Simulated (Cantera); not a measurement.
# Si₂H₆ + Cl₂ + H₂ (silicon epitaxy and polysilicon growth)

A closed system holds: 1 mol Si₂H₆, 0.022 mol Cl₂, 380 mol H₂, equilibrated at 13.3 mbar.

Cantera equilibrium calculation (NASA polynomials, part measured and part estimated; ideal gas, pure solids and liquids). Candidate condensed phases: Si; 19 gas species. The feed counts by its element totals alone. Gases not in the tables: Si₂H₆ and higher silanes. Rates play no part.

```tsv
T (K)	x H₂	x H	x Si	x HCl	n Si(s)	n Si(l)
1323	1.000	1.37e-5	6.65e-9	0.000115	2.00	0
1373	1.000	2.88e-5	2.91e-8	0.000115	2.00	0
1423	1.000	5.75e-5	1.15e-7	0.000115	2.00	0
1473	1.000	0.000110	4.11e-7	0.000115	2.00	0
1523	1.000	0.000200	1.35e-6	0.000115	2.00	0
1573	1.000	0.000352	4.12e-6	0.000115	2.00	0
1623	0.999	0.000598	1.17e-5	0.000115	1.99	0
1673	0.999	0.000986	3.13e-5	0.000115	1.98	0
1723	0.998	0.00158	7.38e-5	0.000114	0	1.96
1773	0.997	0.00246	0.000160	0.000114	0	1.92
```
x: gas mole fraction; n: condensed amount in mol.

From 1323 K to 1673 K the condensed part is Si(s). From 1723 K to 1773 K the condensed part is Si(l). The main Si-bearing gas is SiH₂ at 1323 K and Si at 1773 K.
